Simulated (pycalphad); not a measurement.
All values are pycalphad results on the COST 507 light-alloy database (1999) (1 atm), not direct measurements. The database dates from 1999; later assessments differ in places, in temperatures and in the compounds included. Amounts are mole fractions of atoms. Diffusion is slow at the low end, where real alloys seldom reach equilibrium.

**Question.** Give the equilibrium state of Ti-4.92B (at.%) at 950 K.

**Answer.** 
```
T = 950.00 K, P = 101325 Pa, N = 1 mol of atoms
G = -48192 J/mol, H = 10568 J/mol, S = 61.85 J/(mol K)  (SER reference)
chemical potentials (J/mol): Ti -41561, B -176341
phase             fraction      x(Ti)       x(B)
HCP_A3              0.9034     0.9990   0.000971
BM                  0.0966     0.5000     0.5000
```

**Question.** Give the equilibrium state of Ti-4.92B (at.%) at 1650 K.

**Answer.** 
```
T = 1650.00 K, P = 101325 Pa, N = 1 mol of atoms
G = -99805 J/mol, H = 36554 J/mol, S = 82.64 J/(mol K)  (SER reference)
chemical potentials (J/mol): Ti -94743, B -197639
phase             fraction      x(Ti)       x(B)
BCC_A2              0.9052     0.9980     0.0020
BM                  0.0948     0.5000     0.5000
```

Database names, with the compositions (at.%) that they take in these runs: BM: Ti 50 B 50. BCC_A2 is bcc; HCP_A3 is hcp.
